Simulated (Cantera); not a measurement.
An adiabatic, constant-volume homogeneous reactor starts with 31.7 % CO, 6.97 % H2, 12.9 % O2, 48.5 % N2, equivalence ratio 1.5, at 1075 K and 5.70 bar.

Cantera simulation using GRI-Mech 3.0 (53 species, 325 reactions); the numbers are that mechanism's predictions, not measurements. The hydrogen kinetics of GRI-Mech 3.0 are dated; newer H2 mechanisms differ, most at raised pressure. Above 3000 K some thermodynamic fits are extrapolated.

One state of this run: T (K) = 3013; P (bar) = 14.3; x CO = 0.171; x H2 = 0.00790; x O2 = 0.00990; x H2O2 = 4.18e-7; x HO2 = 6.76e-6; x NO2 = 4.10e-6; x NO = 0.00873. x: mole fraction; the columns are a selection and need not sum to one.

Question: Which value of t (s) does it belong to?
A) 0.000255
B) 8.40e-5
C) 2.77e-5
D) 0.000775

Answer: D, 0.000775
